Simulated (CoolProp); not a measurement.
Vapour-liquid equilibrium of n-hexane (1) + toluene (2) at 0.77 MPa; x and y are mole fractions of (1).

Values from CoolProp's multi-fluid Helmholtz-energy mixture model, Thol 2019 and Lemmon 2006; pair parameters Bell 2016.

```
x     bubble temperature, mixture model (°C)  bubble temperature, Raoult's law (°C)  y, mixture model  y, Raoult's law
----  --------------------------------------  -------------------------------------  ----------------  ---------------
0.05                                   196.5                                  197.6        (withheld)            0.113
0.2                                    184.5                                  187.3             0.373            0.382
0.35                              (withheld)                                  178.5             0.548            0.576
0.5                               (withheld)                                  170.8             0.680            0.720
0.65                              (withheld)                                  164.1             0.788            0.830
0.8                               (withheld)                                  158.1        (withheld)            0.914
0.95                              (withheld)                                  152.8             0.971            0.981
```

Q: Some entries are withheld; supply them.

A: 
- 0.05, y, mixture model: 0.115
- 0.35, bubble temperature, mixture model (°C): 175.5
- 0.5, bubble temperature, mixture model (°C): 168.3
- 0.65, bubble temperature, mixture model (°C): 162.4
- 0.8, bubble temperature, mixture model (°C): 157.2
- 0.8, y, mixture model: 0.883
- 0.95, bubble temperature, mixture model (°C): 152.6

The largest gap from Raoult's law is -3.0 K in bubble temperature, at x = 0.35. No azeotrope shows between x = 0.05 and 0.95.

Pair parameters are fitted to limited data, so mixtures are less certain than the pure fluids.
